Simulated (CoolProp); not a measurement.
Isopentane along the isotherm 335.3 K: fugacity coefficient from the reference equation and from simpler models built on Tc = 460.3 K, pc = 3.378 MPa, ω = 0.227; each cubic takes its own stable root.

Computed with CoolProp (reference Helmholtz-energy equation of state, Lemmon 2006). It is a short technical equation, of lower accuracy than the large ones.

| p (MPa) | phase | reference | van der Waals | Soave-Redlich-Kwong | Peng-Robinson |
|---|---|---|---|---|---|
| 0.422 | liquid | 0.6328 | 0.9222 | 0.6400 | 0.6327 |
| 0.845 | liquid | 0.3221 | 0.8296 | [?] | 0.3218 |
| 1.27 | liquid | 0.2184 | 0.5693 | 0.2216 | 0.2180 |
| 1.69 | liquid | 0.1673 | 0.4410 | [?] | 0.1668 |
| 2.11 | liquid | 0.1365 | 0.3641 | 0.1389 | 0.1360 |
| 2.53 | liquid | 0.1160 | 0.3129 | 0.1182 | 0.1155 |
| 2.96 | liquid | 0.1011 | 0.2757 | 0.1032 | 0.1005 |
| 3.38 | liquid | 0.09019 | 0.2487 | 0.09219 | 0.08963 |
| 3.8 | liquid | 0.08173 | 0.2279 | 0.08367 | [?] |
| 4.22 | liquid | 0.07498 | 0.2113 | 0.07687 | 0.07439 |
| 4.65 | liquid | 0.06936 | 0.1976 | 0.07120 | 0.06875 |
| 5.07 | liquid | 0.06481 | 0.1866 | 0.06662 | [?] |

**Question.** Complete the blanks.

**Answer.** 
- 0.845, Soave-Redlich-Kwong: 0.3263
- 1.69, Soave-Redlich-Kwong: 0.1700
- 3.8, Peng-Robinson: 0.08116
- 5.07, Peng-Robinson: 0.06418

At some of these states van der Waals gives the other phase, because its saturation line lies elsewhere.
